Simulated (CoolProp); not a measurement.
Model: reference Helmholtz-energy equation of state, Lemmon 2013, in CoolProp.

Question: Give the vapour pressure (bar), enthalpy of vaporisation (kJ/kg), liquid cp (kJ/(kg K)), vapour Z of saturated propylene at 295.6, 304.1, 308.3 K.

Answer: 
```tsv
T (K)	p (bar)	enthalpy of vaporisation (kJ/kg)	liquid cp (kJ/(kg K))	vapour Z
295.6	10.8	340	2.64	0.812
304.1	13.4	323	2.74	0.783
308.3	14.7	314	2.80	0.767
```
